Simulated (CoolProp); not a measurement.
Model: reference Helmholtz-energy equation of state, de Reuck 1990, in CoolProp.

Problem. For fluorine, give the phase and the cv (kJ/(kg K)), Joule-Thomson coefficient (K/MPa), fugacity coefficient at 104.7 K and 0.323 MPa; 104.7 K and 1.55 MPa.

Solution. 
- 104.7 K and 0.323 MPa: gas; cv 0.582, Joule-Thomson coefficient 15.8, fugacity coefficient 0.945
- 104.7 K and 1.55 MPa: liquid; cv 0.766, Joule-Thomson coefficient -0.158, fugacity coefficient 0.366
